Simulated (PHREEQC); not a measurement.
1 kg of water holding 0.027 mol/kgw Na2CO3, 0.088 mol/kgw NaCl, 0.18 mol/kgw Na2SO4 and 0.094 mol/kgw NaHCO3 is evaporated at 25 °C; the solids stay in contact with the brine. CO2 is held at log p = -3.4 (atm). Solids allowed: Burkeite, Halite, Mirabilite, Nahcolite, Natron, Thenardite, Trona. Others were left out.

Computed with PHREEQC (Pitzer model, pitzer.dat).

```
water left (kg)  ionic strength  water activity  Thenardite (mol)  Mirabilite (mol)  Trona (mol)
---------------  --------------  --------------  ----------------  ----------------  -----------
1                         0.825           0.987                 0                 0            0
0.676                      1.23               ?                 0                 0            0
0.5557                        ?               ?                 0                 0            0
0.3756                     2.22           0.967                 0                 0            0
0.3088                        ?           0.961                 0                 0            0
0.2088                        ?           0.943                 0                 0            0
0.1718                     4.88           0.931                 0                 0            0
0.1163                     7.22           0.894                 0                 0            0
0.09033                       ?           0.872                 0            0.0298            0
0.05384                    11.0           0.805                 ?            0.0613            0
0.05344                    10.9           0.805            0.0852                 0     0.000310
0.03542                       ?           0.791             0.130                 0       0.0218
0.02875                    9.67           0.780             0.145                 0       0.0296
0.01878                    8.89           0.741             0.166                 0       0.0407
```

Question: Fill in the missing entries.

Answer: 
- 0.676, water activity: 0.981
- 0.5557, ionic strength: 1.49
- 0.5557, water activity: 0.977
- 0.3088, ionic strength: 2.70
- 0.2088, ionic strength: 4.01
- 0.09033, ionic strength: 8.32
- 0.05384, Thenardite (mol): 0.0228
- 0.03542, ionic strength: 10.1
